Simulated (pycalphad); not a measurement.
Source of the numbers: pycalphad with the COST 507 light-alloy database (1999); pressure 1 atm. The data set is of 1999 and partly superseded.

Molar enthalpy of Al-10.37Si (at.%) in equilibrium (SER reference):

| T (K) | H (kJ/mol) | phases |
|---|---|---|
| 1850 | 60.15 | LIQUID |
| 1750 | 57.02 | LIQUID |
| 1650 | 53.90 | LIQUID |
| 1550 | 50.77 | LIQUID |
| 1450 | 47.64 | LIQUID |
| 1350 | 44.51 | LIQUID |
| 1250 | 41.38 | LIQUID |
| 1150 | 38.25 | LIQUID |
| 1050 | 35.13 | LIQUID |
| 950 | 32.02 | LIQUID |
| 900 | 30.46 | LIQUID |
| 850 | 15.79 | FCC_A1 + DIAMOND_A4 |
| 800 | 14.03 | FCC_A1 + DIAMOND_A4 |
| 750 | 12.38 | FCC_A1 + DIAMOND_A4 |
| 650 | 9.31 | FCC_A1 + DIAMOND_A4 |
| 550 | 6.48 | FCC_A1 + DIAMOND_A4 |

Cooling from 900 K to 850 K, across the freezing range, releases 14.7 kJ/mol, or 542 J/g. The slope is 31 J/(mol K) in the liquid and 35 J/(mol K) just below the solidus, where it includes any heat of precipitation. Liquidus 863 K, solidus 850 K. Changes were sought between steps of 50 K, so a narrower field can be missed.

FCC_A1 is fcc; DIAMOND_A4 is diamond (Si).
